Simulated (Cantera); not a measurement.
Input (Python, Cantera) and output of one run.

```python
import numpy as np
import cantera as ct

gas_names = """
    C CN CO CO2 C2 CCN CNC C2N2 C2O C3 C3O2 C4 C4N2 C5 N NCO NO NO2 NO3 N2 N2O O O2 O3 Si SiC SiC2 SiN
    SiO SiO2 Si2 Si2C Si2N Si3
""".split()
cond_names = """
    C(gr) Si(cr) Si(L) SiC(b) SiO2(Lqz) SiO2(hqz) SiO2(L) Si2N2O(s) Si3N4(a)
""".split()


# ... load() reads the species with a 1 bar reference pressure and builds the phases ...
atoms = {
    'Si3N4': {'Si': 3, 'N': 4},
    'CO2': {'C': 1, 'O': 2},
    'N2': {'N': 2},
}
top_T = {'C(gr)': 4500, 'SiC(b)': 3050, 'Si2N2O(s)': 2100, 'Si3N4(a)': 2400}  # K; cautious upper limits of use, not melting points


# ... equilibrate(T, P, feed) seeds the gas with the atoms and calls Mixture.equilibrate('TP', solver="vcs", rtol=1e-11, max_steps=5000) ...
results = []
feed = {'Si3N4': 1, 'CO2': 0.44, 'N2': 5.3}  # mol
P = 410  # Pa
for T in [1575, 1625, 1675, 1725, 1775, 1825, 1875]:
    mix = equilibrate(T, P, feed)
    results.append((T, P, feed, dict(zip(mix.species_names, mix.species_moles))))

top = {s: max(r[3][s] / sum(r[3][g] for g in gas_names) for r in results) for s in gas_names}
cols = sorted((s for s in top if top[s] > 1e-05), key=lambda s: -top[s])[:9]
seen = [c for c in cond_names if any(r[3].get(c, 0) > 1e-12 for r in results)]
print("log10 of partial pressures in bar; condensed amounts in mol")
print(f"{'T/K':>10s}" + "".join(f"{s[:9]:>10s}" for s in cols + seen))
for T, P, feed, n in results:
    ng = sum(n[g] for g in gas_names)
    print(f"{T:10.4g}" + "".join(f"{np.log10(max(n[s] / ng * P / 1e5, 1e-99)):10.3f}" for s in cols)
          + "".join(f"{n.get(c, 0):10.4g}" for c in seen))
```

Output:

```
log10 of partial pressures in bar; condensed amounts in mol
       T/K        N2       SiO        CO        Si      Si2N       SiN      Si2C       Si2     Si(L)    SiC(b) Si2N2O(s)  Si3N4(a)
      1575    -2.388    -5.752    -5.437    -8.125   -10.014    -9.343   -10.699   -11.682         0    0.4348    0.8722    0.2728
      1625    -2.389    -5.164    -5.281    -7.422    -9.120    -8.721    -9.848   -10.593         0    0.4325    0.8626    0.2775
      1675    -2.391    -4.613    -5.135    -6.761    -8.280    -8.138    -9.047    -9.569         0    0.4294    0.8341     0.289
      1725    -2.397    -4.092    -5.002    -6.136    -7.486    -7.588    -8.291    -8.600         0    0.4253     0.746    0.3207
      1775    -2.429    -3.464    -4.514    -5.659    -6.976    -7.194    -7.691    -7.911      1.63    0.3813    0.1624         0
      1825    -2.437    -3.406    -4.320    -5.342    -6.752    -6.946    -7.259    -7.529     1.861    0.3443         0         0
      1875    -2.438    -3.422    -4.208    -5.043    -6.536    -6.708    -6.851    -7.168     1.908    0.3157         0         0
```

Cantera equilibrium calculation (NASA polynomials, part measured and part estimated; ideal gas, pure solids and liquids). Mutual solubility and eutectic melting of coexisting phases are not modelled. The tables' values for SiN are old estimates; treat these amounts as uncertain.
